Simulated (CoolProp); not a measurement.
A single-stage vapour-compression cycle with hydrogen sulfide: evaporating at 264.15 K (dew point), condensing at 331.15 K (bubble point), superheat 2 K, subcooling 2 K, compressor efficiency 0.85, no pressure losses. Each further row changes one setting.

Values from CoolProp's reference Helmholtz-energy equation of state, Lemmon 2006. It is a short technical equation, of lower accuracy than the large ones.

```json
[
 {"case": "as stated", "cooling COP": "2.35", "pressure ratio": "5.33", "discharge temperature (K)": "423.7", "refrigerating effect (kJ/kg)": "333", "volumetric capacity (kJ/m³)": "4440"},
 {"case": "evaporating temperature 269.15 K", "cooling COP": "2.64", "pressure ratio": "4.57", "discharge temperature (K)": "414.1", "refrigerating effect (kJ/kg)": "335", "volumetric capacity (kJ/m³)": "5180"},
 {"case": "condensing temperature 326.15 K", "cooling COP": "2.63", "pressure ratio": "4.81", "discharge temperature (K)": "412.2", "refrigerating effect (kJ/kg)": "346", "volumetric capacity (kJ/m³)": "4610"},
 {"case": "subcooling 7 K", "cooling COP": "2.44", "pressure ratio": "5.33", "discharge temperature (K)": "423.7", "refrigerating effect (kJ/kg)": "346", "volumetric capacity (kJ/m³)": "4610"},
 {"case": "superheat 12 K", "cooling COP": "2.31", "pressure ratio": "5.33", "discharge temperature (K)": "438.8", "refrigerating effect (kJ/kg)": "345", "volumetric capacity (kJ/m³)": "4370"},
 {"case": "compressor efficiency 0.75", "cooling COP": "2.07", "pressure ratio": "5.33", "discharge temperature (K)": "438.7", "refrigerating effect (kJ/kg)": "333", "volumetric capacity (kJ/m³)": "4440"}
]
```
